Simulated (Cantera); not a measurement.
An adiabatic, constant-pressure homogeneous reactor starts with CH₃OH : O₂ : N₂ = 1 : 2.05 : 8.01 (molar parts), at 1150 K and 10.0 bar. Integrator tolerance rtol = 1e-08.

Computed with Cantera and GRI-Mech 3.0 (53 species, 325 reactions). GRI-Mech 3.0 was tuned for natural gas; its chemistry of methanol as a main component is partial and can be far from experiment.

Problem. What does this change do: initial temperature 1150 to 1725 K?

Solution. 
```
quantity                                                              before                                    after
---------------------------------  -----------------------------------------  ---------------------------------------
time of steepest temperature rise                                    3.88 ms                                  6.16 µs
temperature at 0.200 s                                                2502 K                                   2834 K
equilibrium temperature                                               2502 K                                   2834 K
x(CH₃OH) at 0.200 s                    <1e-12 (gas-phase equilibrium <1e-12)    <1e-12 (gas-phase equilibrium <1e-12)
x(O₂) at 0.200 s                       0.0433 (gas-phase equilibrium 0.0433)    0.0443 (gas-phase equilibrium 0.0443)
x(H) at 0.200 s                    0.000315 (gas-phase equilibrium 0.000315)  0.00222 (gas-phase equilibrium 0.00222)
x(N₂O) at 0.200 s                    1.60e-6 (gas-phase equilibrium 1.60e-6)  2.68e-6 (gas-phase equilibrium 2.68e-6)
x(H₂) at 0.200 s                     0.00153 (gas-phase equilibrium 0.00153)  0.00577 (gas-phase equilibrium 0.00577)
```
